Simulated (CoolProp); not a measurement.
A single-stage vapour-compression cycle with dimethyl ether: evaporating at 290.15 K (dew point), condensing at 353.15 K (bubble point), superheat 10 K, subcooling 5 K, compressor efficiency 0.9, no pressure losses. Each further row changes one setting.

Model: reference Helmholtz-energy equation of state, Wu 2011, in CoolProp.

```
case                              cooling COP  pressure ratio  discharge temperature (K)  refrigerating effect (kJ/kg)  volumetric capacity (kJ/m³)
--------------------------------  -----------  --------------  -------------------------  ----------------------------  ---------------------------
as stated                                3.09            4.79                      378.4                           278                         2620
evaporating temperature 295.15 K         3.49            4.12                      376.7                           284                         3090
condensing temperature 348.15 K          3.48            4.32                      372.6                           292                         2750
subcooling 10 K                          3.25            4.79                      378.4                           293                         2760
superheat 20 K                           3.12            4.79                      388.2                           295                         2660
compressor efficiency 0.8                2.75            4.79                      383.7                           278                         2620
```
